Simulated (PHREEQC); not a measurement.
Consider water at 20 °C with 77 mmol/kgw H2SO4 and 0.063 mmol/kgw Na2SO4. Closed to the air; pH follows from the charge balance.

Equilibrium calculation in PHREEQC: ion-association model, phreeqc.dat.

Each row changes one thing in this solution. No solid was allowed to form.

```csv
case,pH,ionic strength (mol/kgw),HSO4- (mol/kgw),SO4-2 (mol/kgw)
as made,1.11,0.114,0.0586,0.0185
H2SO4 from 0.077 to 0.385 mol/kgw,0.48,0.468,(withheld),0.0413
diluted 10-fold with water,1.96,0.0170,0.00308,(withheld)
temperature from 20 to 40 °C,1.13,0.104,0.0636,0.0135
Na2SO4 replaced by CdSO4 at the same molality,1.11,0.114,0.0586,0.0185
Na2SO4 replaced by NaHS at the same molality,1.11,0.114,(withheld),0.0185
diluted 100-fold with water,2.85,0.00216,7.33e-5,0.000697
```

Task: What belongs in the gaps?

Result: 
- H2SO4 from 0.077 to 0.385 mol/kgw, HSO4- (mol/kgw): 0.344
- diluted 10-fold with water, SO4-2 (mol/kgw): 0.00463
- Na2SO4 replaced by NaHS at the same molality, HSO4- (mol/kgw): 0.0585

Constants without temperature data keep their 25 °C values here.
